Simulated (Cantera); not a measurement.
Input (Python, Cantera) and output of one run.

```python
import numpy as np
import cantera as ct

gas_names = """
    Br Br2 H HBr H2 N NH NH2 NH3 N2 N2H2 N2H4 Si SiBr SiBr2 SiBr3 SiBr4 SiH SiHBr3 SiH2 SiH2Br2 SiH3
    SiH3Br SiH4 SiN Si2 Si2N Si3
""".split()
cond_names = """
    Br2(cr) Br2(L) Si(cr) Si(L) Si3N4(a)
""".split()


# ... load() reads the species with a 1 bar reference pressure and builds the phases ...
atoms = {
    'Si': {'Si': 1},
    'HBr': {'H': 1, 'Br': 1},
    'N2': {'N': 2},
}
top_T = {'Si3N4(a)': 2400}  # K; cautious upper limits of use, not melting points


# ... equilibrate(T, P, feed) seeds the gas with the atoms and calls Mixture.equilibrate('TP', solver="vcs", rtol=1e-11, max_steps=5000) ...
results = []
feed = {'Si': 1, 'HBr': 24, 'N2': 93}  # mol
P = 13332.2  # Pa
for T in [750, 850, 950, 1050, 1150, 1250, 1350, 1450, 1550, 1650]:
    mix = equilibrate(T, P, feed)
    results.append((T, P, feed, dict(zip(mix.species_names, mix.species_moles))))
    x = sorted(zip(gas.X, gas.species_names), reverse=True)
    print(f"T = {T:g} K  P = {P:g} Pa  gas = {mix.phase_moles(0):.4g} mol")
    print("   x: " + "  ".join(f"{s} {v:.3e}" for v, s in x if v > 1e-05))
    print("   condensed (mol): " + ("  ".join(f"{mix.phase(i).name} {mix.phase_moles(i):.4g}"
          for i in range(1, mix.n_phases) if mix.phase_moles(i) > 1e-12) or "none"))
```

Output:

```
T = 750 K  P = 13332.2 Pa  gas = 116 mol
   x: N2 8.017e-01  HBr 1.724e-01  H2 1.724e-02  SiBr4 8.620e-03
   condensed (mol): none
T = 850 K  P = 13332.2 Pa  gas = 116 mol
   x: N2 8.017e-01  HBr 1.724e-01  H2 1.724e-02  SiBr4 8.620e-03
   condensed (mol): none
T = 950 K  P = 13332.2 Pa  gas = 116 mol
   x: N2 8.017e-01  HBr 1.724e-01  H2 1.724e-02  SiBr4 8.618e-03
   condensed (mol): none
T = 1050 K  P = 13332.2 Pa  gas = 116 mol
   x: N2 8.017e-01  HBr 1.724e-01  H2 1.725e-02  SiBr4 8.610e-03  Br 3.307e-05
   condensed (mol): none
T = 1150 K  P = 13332.2 Pa  gas = 116 mol
   x: N2 8.016e-01  HBr 1.723e-01  H2 1.729e-02  SiBr4 8.573e-03  Br 1.507e-04  SiBr3 2.827e-05  SiHBr3 1.041e-05
   condensed (mol): none
T = 1250 K  P = 13332.2 Pa  gas = 116 mol
   x: N2 8.014e-01  HBr 1.721e-01  H2 1.736e-02  SiBr4 8.400e-03  Br 5.398e-04  SiBr3 1.152e-04  SiBr2 8.331e-05  SiHBr3 1.826e-05  Br2 1.042e-05
   condensed (mol): none
T = 1350 K  P = 13332.2 Pa  gas = 116.2 mol
   x: N2 8.005e-01  HBr 1.720e-01  H2 1.730e-02  SiBr4 7.689e-03  Br 1.610e-03  SiBr2 5.389e-04  SiBr3 3.521e-04  SiHBr3 2.722e-05  Br2 2.266e-05
   condensed (mol): none
T = 1450 K  P = 13332.2 Pa  gas = 116.5 mol
   x: N2 7.981e-01  HBr 1.723e-01  H2 1.683e-02  SiBr4 5.735e-03  Br 4.204e-03  SiBr2 2.088e-03  SiBr3 7.286e-04  Br2 4.566e-05  SiHBr3 3.003e-05
   condensed (mol): none
T = 1550 K  P = 13332.2 Pa  gas = 117.2 mol
   x: N2 7.938e-01  HBr 1.712e-01  H2 1.679e-02  Br 9.539e-03  SiBr2 4.643e-03  SiBr4 2.946e-03  SiBr3 9.241e-04  Br2 8.106e-05  SiHBr3 2.233e-05  H 1.118e-05
   condensed (mol): none
T = 1650 K  P = 13332.2 Pa  gas = 117.9 mol
   x: N2 7.888e-01  HBr 1.657e-01  H2 1.892e-02  Br 1.796e-02  SiBr2 6.727e-03  SiBr4 9.916e-04  SiBr3 7.501e-04  Br2 1.124e-04  H 3.423e-05  SiHBr3 1.208e-05
   condensed (mol): none
```

Equilibrium computed with Cantera from the NASA thermochemical tables; the gas is ideal and each condensed phase is pure. The tables' values for SiBr3 are old estimates; treat these amounts as uncertain.
